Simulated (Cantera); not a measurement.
Source: NASA polynomial tables (part measured, part estimated), evaluated in Cantera. Values are per mole of reaction as written; species without (g) are pure solids or liquids, kept so even where they would boil at 1 bar. The tables' values for BOCl are old estimates.

Task: Between 1798 and 2398 K, where is each reaction favourable under standard conditions?
- Cl₂(g) + B₂O₃(g) + N₂O(g) ⇌ 2 NO(g) + 2 BOCl(g)
- 3 Cl₂(g) + B₂O₃(g) ⇌ 3 O(g) + 2 BCl₃(g)

Result: 
- Cl₂(g) + B₂O₃(g) + N₂O(g) ⇌ 2 NO(g) + 2 BOCl(g): ΔG° is -1 kJ at 1798 K and -101 kJ at 2398 K; it stays negative (K > 1). ΔH° is 293 kJ and ΔS° 164 J/K at 2398 K.
- 3 Cl₂(g) + B₂O₃(g) ⇌ 3 O(g) + 2 BCl₃(g): ΔG° is 547 kJ at 1798 K and 462 kJ at 2398 K; it stays positive (K < 1). ΔH° is 803 kJ and ΔS° 142 J/K at 2398 K.
